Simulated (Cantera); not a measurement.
A closed system holds: 1 mol PbO, 0.19 mol N₂, equilibrated at 948.15 K and 0.0133 bar.

Cantera equilibrium calculation (NASA polynomials, part measured and part estimated; ideal gas, pure solids and liquids). Candidate condensed phases: Pb, PbO, PbO₂, Pb₃O₄; 12 gas species. Equilibrium is a limit: real reactors are often held back by kinetics, nucleation or transport.

Base state: N₂ 1.000 (mole fractions); condensed: PbO(yellow).

Task: What changes in the equilibrium state with this change: temperature from 948.15 K to 1448.15 K?

Result: 
```tsv
species	before	after
N₂	1.000	0.579
PbO	3.69e-6	0.333
Pb	7.39e-7	0.0583
O₂	3.57e-7	0.0290
NO	2.52e-8	0.000300
PbO(yellow), mol	1.000	0
PbO(l), mol	0	0.871
```
Gases not in the tables: (PbO)n polymers.
